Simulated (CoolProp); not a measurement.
Vapour-liquid equilibrium of methanol (1) + water (2) at 0.0382 MPa; x and y are mole fractions of (1).

Values from CoolProp's multi-fluid Helmholtz-energy mixture model, de Reuck 1993 and Wagner 2002; pair parameters Bell 2016.

| x | bubble temperature (K) | y at the bubble point | dew temperature at overall composition x (K) | liquid density (mol/L) |
|---|---|---|---|---|
| 0.05 | 342.4 | 0.237 | 346.8 | [?] |
| 0.2 | 332.3 | 0.581 | 343.4 | 44.85 |
| 0.35 | 326.6 | [?] | 339.5 | 39.32 |
| 0.5 | 322.9 | 0.811 | 335.1 | 34.73 |
| 0.65 | 320.0 | 0.873 | 329.7 | 30.89 |
| 0.8 | 317.6 | [?] | 323.4 | 27.64 |
| 0.95 | 315.4 | 0.981 | 316.7 | [?] |

### Question
Fill in the missing entries.

### Answer

- 0.05, liquid density (mol/L): 51.57
- 0.35, y at the bubble point: 0.727
- 0.8, y at the bubble point: 0.928
- 0.95, liquid density (mol/L): 24.88

No azeotrope shows between x = 0.05 and 0.95.

Pair parameters are fitted to limited data, so mixtures are less certain than the pure fluids.
